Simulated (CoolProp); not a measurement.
Aqueous calcium chloride as a coolant, at 9 °C, 1 atm.

Computed with CoolProp (Melinder's fits for secondary coolants).

```csv
mass %,freezing point (°C),viscosity (mPa s),Prandtl number,cp (kJ/(kg K)),conductivity (W/(m K))
5.9,-2.9,1.54,10.3,3.822,0.573
8.4,-4.5,1.64,10.5,3.677,0.571
10.9,-6.7,1.76,10.9,3.536,0.569
13.3,-9.1,1.90,11.4,3.405,0.566
15.8,-12.1,2.08,12.1,3.276,0.563
18.3,-15.5,2.31,13.0,3.157,0.561
20.8,-19.7,2.59,14.1,3.049,0.558
23.3,-24.8,2.93,15.6,2.953,0.554
```
